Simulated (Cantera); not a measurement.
A perfectly stirred reactor is fed with CH₃OH : O₂ : N₂ = 0.014 : 0.023 : 1 (molar parts), equivalence ratio 0.91, at 1.00 atm; it is held at 1300 K, and followed from long to short residence time.

Model: GRI-Mech 3.0 (53 species, 325 reactions), integrated in Cantera. GRI-Mech 3.0 was tuned for natural gas; its chemistry of methanol as a main component is partial and can be far from experiment. The temperature is held fixed by assumption; the heat of reaction is taken as removed at once.

Q: Predict: x(CH₃OH) at τ = 2.10 s; x(O₂) at τ = 2.10 s; x(HCO) at τ = 2.10 s; x(H) at τ = 2.10 s; x(CH₃OH) at τ = 48.0 ms; x(O₂) at τ = 48.0 ms; x(HCO) at τ = 48.0 ms; x(H) at τ = 48.0 ms.

A: 
```
Item                        Value
-----------------------  --------
x(CH₃OH) at τ = 2.10 s    1.11e-6
x(O₂) at τ = 2.10 s       0.00198
x(HCO) at τ = 2.10 s      2.56e-9
x(H) at τ = 2.10 s        8.31e-6
x(CH₃OH) at τ = 48.0 ms   7.48e-6
x(O₂) at τ = 48.0 ms      0.00262
x(HCO) at τ = 48.0 ms     9.97e-8
x(H) at τ = 48.0 ms      0.000182
```
